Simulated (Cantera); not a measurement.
A closed system holds: 1 mol Si, 0.043 mol CO2, 760 mol N2, at 1175 °C and 0.00638 Torr.

Method: chemical equilibrium by Gibbs-energy minimisation in Cantera with the NASA 1993 tables (ideal gas, pure condensed phases). Candidate condensed phases: C, Si, SiC, SiO2, Si2N2O, Si3N4; 34 gas species. Mutual solubility and eutectic melting of coexisting phases are not modelled. Kinetics and transport are ignored.

Base state: N2 1.000, Si 0.000344, SiO 0.000111 (mole fractions); condensed: Si(s) + SiC(s).

Problem. What changes in the equilibrium state with this change: pressure from 0.00638 Torr to 0.0900 Torr?

Solution. 
| species | before | after |
|---|---|---|
| N2 | 1.000 | 1.000 |
| SiO | 0.000111 | 8.60e-5 |
| CO | 2.47e-6 | 2.72e-5 |
| Si | 0.000344 | 6.47e-6 |
| Si(s), mol | 0.608 | 0 |
| SiC(s), mol | 0.0409 | 0.0223 |
| Si3N4(s), mol | 0 | 0.302 |
N2 is the only nitrogen source here; it is nearly inert below about 1500 K, so the nitride shown seldom forms there in practice.

Problem. What changes in the equilibrium state with this change: temperature from 1175 °C to 900 °C?

Solution. 
```
species           before    after
--------------  --------  -------
N2                 1.000    1.000
CO               2.47e-6  1.57e-5
SiO             0.000111  4.19e-7
Si              0.000344    <1e-9
Si(s), mol         0.608        0
SiC(s), mol       0.0409   0.0311
Si2N2O(s), mol         0   0.0738
Si3N4(s), mol          0    0.274
```
N2 is the only nitrogen source here; it is nearly inert below about 1500 K, so the nitride shown seldom forms there in practice.

Problem. What changes in the equilibrium state with this change: CO2 from 0.043 to 1.3 mol?

Solution. 
```csv
species,before,after
N2,1.000,0.997
CO,2.47e-6,0.00167
SiO,0.000111,0.000950
Si,0.000344,<1e-9
CO2,<1e-9,3.15e-5
"Si(s), mol",0.608,0
"SiC(s), mol",0.0409,0
"SiO2(β-quartz), mol",0,0.276
```
The tables hold silica as quartz up to 1696 K and as liquid above; real silica turns to tridymite and cristobalite and melts near 1996 K.
